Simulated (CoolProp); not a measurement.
Saturation properties of decamethylcyclopentasiloxane (D5).

The numbers come from the reference Helmholtz-energy equation of state, Thol 2019 in CoolProp.

| T (°C) | p (MPa) | liquid density (kg/m³) | vapour density (kg/m³) | enthalpy of vaporisation (kJ/kg) | liquid cp (kJ/(kg K)) |
|---|---|---|---|---|---|
| 171.75 | 0.03638 | 792.4 | 3.812 | 123.5 | 1.926 |
| 187.25 | ___ | ___ | 5.777 | 118.3 | 1.954 |
| 202.65 | 0.08310 | 754.0 | 8.461 | 112.9 | 1.983 |
| 218.15 | 0.1195 | 733.4 | 12.10 | 107.3 | 2.014 |
| 233.55 | 0.1667 | 711.8 | 16.91 | 101.5 | 2.046 |
| 249.05 | 0.2275 | 688.4 | 23.28 | 95.25 | 2.082 |
| 264.55 | 0.3038 | ___ | ___ | 88.47 | 2.123 |
| 279.95 | 0.3975 | 634.6 | 42.83 | 81.02 | 2.172 |

Q: What belongs in the gaps?

A: 
- 187.25, p (MPa): 0.05609
- 187.25, liquid density (kg/m³): 773.5
- 264.55, liquid density (kg/m³): 662.9
- 264.55, vapour density (kg/m³): 31.70

It boils at 210.9 °C under 1 atm.
